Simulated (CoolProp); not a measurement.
Properties of CH2F2 (R32) along the isobar 1320 kPa.

Model: reference Helmholtz-energy equation of state, Tillner-Roth 1997, in CoolProp.

```csv
T (°C),phase,Z,Joule-Thomson coefficient (K/MPa),Prandtl number,fugacity coefficient
-90.15,liquid,0.03430,[?],4.03,[?]
-74.25,liquid,0.03256,-0.2994,3.19,[?]
-58.25,liquid,0.03117,-0.2733,2.65,0.05401
-42.35,liquid,0.03009,[?],[?],0.1174
-26.45,liquid,0.02930,-0.1868,2.00,0.2253
-10.45,liquid,0.02878,-0.1150,1.81,[?]
5.45,liquid,0.02857,-0.008825,1.69,0.6269
21.45,gas,0.8049,[?],1.16,0.8357
37.35,gas,[?],21.19,1.00,0.8648
```

Some entries are withheld; supply them.


- -90.15, Joule-Thomson coefficient (K/MPa): -0.3174
- -90.15, fugacity coefficient: 0.006812
- -74.25, fugacity coefficient: 0.02114
- -42.35, Joule-Thomson coefficient (K/MPa): -0.2371
- -42.35, Prandtl number: 2.27
- -10.45, fugacity coefficient: 0.3924
- 21.45, Joule-Thomson coefficient (K/MPa): 24.95
- 37.35, Z: 0.8463

Viscosity comes from a separate model (Bell 2016), an estimate that may be off by 10 % or more. Thermal conductivity comes from a separate model (Huber 2003), an estimate that may be off by 10 % or more.
